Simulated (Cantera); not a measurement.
Cantera run:

```python
import numpy as np
import cantera as ct

gas_names = """
    CL CLO CL2 Fe FeCL FeCL2 FeCL3 FeO Fe(OH)2 Fe2CL4 Fe2CL6 H HCL HOCL HO2 H2 H2O H2O2 O OH O2 O3
""".split()
cond_names = """
    Fe(a) Fe(c) Fe(d) Fe(L) FeCL2(s) FeCL2(L) FeCL3(s) FeCL3(L) FeO(s) FeO(L) Fe(OH)2(s) Fe(OH)3(s)
    Fe2O3(s) Fe3O4(s) H2O(s) H2O(L)
""".split()


# ... load() reads the species with a 1 bar reference pressure and builds the phases ...
atoms = {
    'Fe2O3': {'Fe': 2, 'O': 3},
    'Cl2': {'CL': 2},
    'H2': {'H': 2},
}
top_T = {'Fe2O3(s)': 1830, 'Fe3O4(s)': 1870}  # K; cautious upper limits of use, not melting points


# ... equilibrate(T, P, feed) seeds the gas with the atoms and calls Mixture.equilibrate('TP', solver="vcs", rtol=1e-11, max_steps=5000) ...
results = []
feed = {'Fe2O3': 1, 'Cl2': 0.47, 'H2': 1.1}  # mol
P = 12000  # Pa
for T in [1100, 1175, 1250, 1325, 1400, 1475, 1550, 1625, 1700]:
    mix = equilibrate(T, P, feed)
    results.append((T, P, feed, dict(zip(mix.species_names, mix.species_moles))))

top = {s: max(r[3][s] / sum(r[3][g] for g in gas_names) for r in results) for s in gas_names}
cols = sorted((s for s in top if top[s] > 0.0001), key=lambda s: -top[s])[:6]
seen = [c for c in cond_names if any(r[3].get(c, 0) > 1e-12 for r in results)]
print("log10 of partial pressures in bar; condensed amounts in mol")
print(f"{'T/K':>10s}" + "".join(f"{s[:9]:>10s}" for s in cols + seen))
for T, P, feed, n in results:
    ng = sum(n[g] for g in gas_names)
    print(f"{T:10.4g}" + "".join(f"{np.log10(max(n[s] / ng * P / 1e5, 1e-99)):10.3f}" for s in cols)
          + "".join(f"{n.get(c, 0):10.4g}" for c in seen))
```

Output:

```
log10 of partial pressures in bar; condensed amounts in mol
       T/K       HCL       H2O     FeCL2        H2        CL    Fe2CL4    FeO(s)    FeO(L)  Fe3O4(s)
      1100    -1.206    -1.299    -2.329    -2.562    -7.560    -4.278    0.7197         0    0.4058
      1175    -1.227    -1.282    -2.208    -2.653    -6.870    -4.467     0.721         0     0.399
      1250    -1.249    -1.267    -2.114    -2.732    -6.267    -4.656    0.7162         0    0.3942
      1325    -1.272    -1.254    -2.040    -2.802    -5.734    -4.840    0.7084         0    0.3906
      1400    -1.294    -1.242    -1.980    -2.864    -5.259    -5.017    0.6993         0    0.3878
      1475    -1.315    -1.232    -1.932    -2.920    -4.834    -5.187    0.6902         0    0.3855
      1550    -1.335    -1.223    -1.893    -2.972    -4.449    -5.348    0.6816         0    0.3836
      1625    -1.355    -1.215    -1.862    -3.019    -4.100    -5.500    0.6741         0    0.3819
      1700    -1.367    -1.209    -1.845    -3.133    -3.741    -5.663         0     0.678    0.3782
```

These are equilibrium values from Cantera (NASA tables, ideal gas, pure condensed phases), not measurements of a reactor. Mutual solubility and eutectic melting of coexisting phases are not modelled. The tables' stoichiometric FeO is somewhat more stable than real wüstite, so its field is too wide. FeO: taken at fixed stoichiometry.
